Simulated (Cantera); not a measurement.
Input: 1 mol SiH₂Cl₂, 1.1 mol NO, at 1223 K and 263 Torr.

Cantera equilibrium calculation (NASA polynomials, part measured and part estimated; ideal gas, pure solids and liquids). Candidate condensed phases: H₂O, NH₄Cl, Si, SiO₂, Si₂N₂O, Si₃N₄; 47 gas species. Mutual solubility and eutectic melting of coexisting phases are not modelled. The tables' values for SiCl₃ are old estimates; treat these amounts as uncertain. The tables hold silica as quartz up to 1696 K and as liquid above; real silica turns to tridymite and cristobalite and melts near 1996 K. Equilibrium is a limit: real reactors are often held back by kinetics, nucleation or transport.

Base state: HCl 0.722, N₂ 0.143, H₂ 0.0901, SiCl₄ 0.0448, SiCl₃ 0.000175, SiHCl₃ 0.000173, H₂O 1.23e-5 (mole fractions); condensed: SiO₂(β-quartz) + Si₂N₂O(s).

**Question.** What changes in the equilibrium state with this change: NO from 1.1 to 15 mol?

**Answer.** 
```json
[
 {"species": "N₂", "before": "0.143", "after": "0.472"},
 {"species": "O₂", "before": "<1e-9", "after": "0.401"},
 {"species": "HCl", "before": "0.722", "after": "0.0914"},
 {"species": "H₂", "before": "0.0901", "after": "<1e-9"},
 {"species": "SiCl₄", "before": "0.0448", "after": "<1e-9"},
 {"species": "Cl₂", "before": "1.08e-8", "after": "0.0167"},
 {"species": "H₂O", "before": "1.23e-5", "after": "0.0173"},
 {"species": "NO", "before": "<1e-9", "after": "0.000249"},
 {"species": "SiCl₃", "before": "0.000175", "after": "<1e-9"},
 {"species": "SiHCl₃", "before": "0.000173", "after": "<1e-9"},
 {"species": "SiO₂(β-quartz), mol", "before": "0.433", "after": "1.00"},
 {"species": "Si₂N₂O(s), mol", "before": "0.233", "after": "0"}
]
```
